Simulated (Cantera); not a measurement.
Charge: 1 mol SiO2, 0.51 mol C, 0.21 mol CO, equilibrated at 8.10 bar.

Cantera equilibrium calculation (NASA polynomials, part measured and part estimated; ideal gas, pure solids and liquids). Candidate condensed phases: C, Si, SiC, SiO2; 20 gas species. Mutual solubility and eutectic melting of coexisting phases are not modelled. The tables hold silica as quartz up to 1696 K and as liquid above; real silica turns to tridymite and cristobalite and melts near 1996 K. Kinetics and transport are ignored.

### Question
Which condensed phases are stable at each of these points (T (°C)): 527, 727, 927, 1127, 1327, 1527, 1727, 1927, 2127, 2327?

### Answer
```
T (°C)               condensed phases  Si condensed (%)
------  -----------------------------  ----------------
527      C(graphite) + SiO2(α-quartz)             100.0
727      C(graphite) + SiO2(β-quartz)             100.0
927      C(graphite) + SiO2(β-quartz)             100.0
1127     C(graphite) + SiO2(β-quartz)             100.0
1327     C(graphite) + SiO2(β-quartz)             100.0
1527    C(graphite) + SiO2(condensed)             100.0
1727                 SiC(s) + SiO2(l)              99.5
1927                 SiC(s) + SiO2(l)              92.2
2127                          SiO2(l)              49.0
2327                          SiO2(l)              48.7
```

At 527 °C the condensed part is C(graphite) + SiO2(α-quartz). From 727 °C to 1327 °C the condensed part is C(graphite) + SiO2(β-quartz). At 1527 °C the condensed part is C(graphite) + SiO2(condensed). From 1727 °C to 1927 °C the condensed part is SiC(s) + SiO2(l). From 2127 °C to 2327 °C the condensed part is SiO2(l).
